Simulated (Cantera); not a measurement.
Input (Python, Cantera):

```python
import numpy as np
import cantera as ct

gas = ct.Solution("gri30.yaml")
gas.TPX = 625, 740000, {'CH4': 1, 'C2H6': 0.059, 'C3H8': 1.4, 'O2': 7.08, 'N2': 26.6}
flame = ct.FreeFlame(gas, width=0.0099)
flame.set_refine_criteria(ratio=3, slope=0.08, curve=0.16)
flame.transport_model = "mixture-averaged"
flame.solve(loglevel=0, auto=True)
z, T = flame.grid, flame.T
thick = (T[-1] - T[0]) / np.gradient(T, z).max()
show = ['CH4', 'C2H6', 'C3H8', 'HCN', 'CH2CO', 'H2']
print(f"laminar burning velocity  {flame.velocity[0] * 100:.3f} cm/s")
print(f"burnt temperature         {T[-1]:.1f} K")
print(f"thermal thickness         {thick * 1e3:.4f} mm")
print(f"grid points               {len(z)}")
z0 = z[flame.heat_release_rate.argmax()]
print(f"{'z/mm':>9s}{'T/K':>9s}{'u/(m/s)':>9s}" + "".join(f"{s:>11s}" for s in show))
rows = []
for k in (-3, -2, -1.5, -1, -0.5, -0.25, 0, 0.25, 0.5, 1, 2, 4, 8):
    zz = z0 + k * thick
    rows.append([k * thick, np.interp(zz, z, T), np.interp(zz, z, flame.velocity),
                 *(np.interp(zz, z, flame.X[gas.species_index(s)]) for s in show)])
    print(f"{rows[-1][0] * 1e3:9.3f}{rows[-1][1]:9.1f}{rows[-1][2]:9.3f}" + "".join(f"{x:11.3e}" for x in rows[-1][3:]))
```

Output:

```
laminar burning velocity  76.568 cm/s
burnt temperature         2341.4 K
thermal thickness         0.0613 mm
grid points               142
     z/mm      T/K  u/(m/s)        CH4       C2H6       C3H8        HCN      CH2CO         H2
   -0.184    625.5    0.768  2.758e-02  1.629e-03  3.865e-02  1.600e-09  6.568e-08  2.707e-03
   -0.123    630.4    0.778  2.737e-02  1.623e-03  3.849e-02  2.148e-08  1.107e-06  6.827e-03
   -0.092    646.7    0.802  2.697e-02  1.621e-03  3.825e-02  1.073e-07  6.593e-06  1.121e-02
   -0.061    739.3    0.928  2.547e-02  1.666e-03  3.700e-02  8.188e-07  6.750e-05  1.877e-02
   -0.031   1163.0    1.511  1.996e-02  2.139e-03  2.464e-02  6.021e-06  7.050e-04  2.969e-02
   -0.015   1562.0    2.090  1.434e-02  1.752e-03  7.566e-03  1.320e-05  1.604e-03  3.519e-02
    0.000   1942.3    2.648  6.100e-03  2.228e-04  1.471e-04  2.548e-05  1.190e-03  3.717e-02
    0.015   2143.1    2.928  1.275e-03  4.756e-06  8.278e-08  3.636e-05  2.080e-04  3.535e-02
    0.031   2216.1    3.020  2.094e-04  1.182e-07  1.891e-11  3.306e-05  2.543e-05  3.410e-02
    0.061   2261.9    3.069  7.426e-06  1.578e-10  5.538e-16  1.698e-05  7.900e-07  3.433e-02
    0.123   2295.5    3.107  7.251e-08  1.683e-14  1.848e-21  5.237e-06  8.027e-09  3.515e-02
    0.245   2320.4    3.137  5.414e-10  1.283e-17  5.013e-26  1.296e-06  4.659e-11  3.537e-02
    0.490   2334.6    3.154  1.166e-11  9.747e-20  8.301e-30  3.211e-07  3.801e-13  3.542e-02
```

Detailed kinetics in Cantera: GRI-Mech 3.0 (53 species, 325 reactions). GRI-Mech 3.0 was tuned for natural gas; its chemistry of propane as a main component is partial and can be far from experiment. Burning velocities carry a grid error of a few per cent, more on coarse grids.
